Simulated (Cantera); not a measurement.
## NO annealing gas

An isothermal, constant-pressure homogeneous reactor starts with 90.9 % NO, 9.09 % N₂, at 1648 K and 36.8 Torr.

Cantera simulation using GRI-Mech 3.0 (53 species, 325 reactions); the numbers are that mechanism's predictions, not measurements. Radical loss at walls, strong at low pressure, is not modelled.

```json
[
 {"t (s)": "0.000200", "x NO": "0.909", "x O₂": "3.61e-10", "x O": "4.09e-7", "x N₂": "0.0909", "x N₂O": "4.23e-7", "x NO₂": "1.50e-8"},
 {"t (s)": "0.000632", "x NO": "0.909", "x O₂": "3.44e-9", "x O": "1.20e-6", "x N₂": "0.0909", "x N₂O": "1.34e-6", "x NO₂": "1.41e-7"},
 {"t (s)": "0.00200", "x NO": "0.909", "x O₂": "3.25e-8", "x O": "3.06e-6", "x N₂": "0.0909", "x N₂O": "4.20e-6", "x NO₂": "1.20e-6"},
 {"t (s)": "0.00632", "x NO": "0.909", "x O₂": "3.43e-7", "x O": "5.65e-6", "x N₂": "0.0909", "x N₂O": "1.31e-5", "x NO₂": "7.74e-6"},
 {"t (s)": "0.0200", "x NO": "0.909", "x O₂": "4.07e-6", "x O": "7.69e-6", "x N₂": "0.0909", "x N₂O": "3.94e-5", "x NO₂": "3.14e-5"},
 {"t (s)": "0.0632", "x NO": "0.909", "x O₂": "4.20e-5", "x O": "1.02e-5", "x N₂": "0.0909", "x N₂O": "0.000107", "x NO₂": "7.44e-5"},
 {"t (s)": "0.200", "x NO": "0.908", "x O₂": "0.000272", "x O": "1.24e-5", "x N₂": "0.0911", "x N₂O": "0.000222", "x NO₂": "9.87e-5"},
 {"t (s)": "0.632", "x NO": "0.906", "x O₂": "0.00118", "x O": "1.38e-5", "x N₂": "0.0920", "x N₂O": "0.000283", "x NO₂": "0.000111"},
 {"t (s)": "2.00", "x NO": "0.900", "x O₂": "0.00415", "x O": "1.54e-5", "x N₂": "0.0950", "x N₂O": "0.000280", "x NO₂": "0.000132"},
 {"t (s)": "6.32", "x NO": "0.882", "x O₂": "0.0134", "x O": "1.93e-5", "x N₂": "0.104", "x N₂O": "0.000265", "x NO₂": "0.000184"},
 {"t (s)": "20.0", "x NO": "0.827", "x O₂": "0.0408", "x O": "2.76e-5", "x N₂": "0.132", "x N₂O": "0.000226", "x NO₂": "0.000280"}
]
```
x: mole fraction; the columns are a selection and need not sum to one.

Equilibrium at this temperature and pressure: NO 0.00290, O₂ 0.453, O 7.75e-5, N₂ 0.544, N₂O 3.15e-8, NO₂ 3.34e-6 (gas phase only).
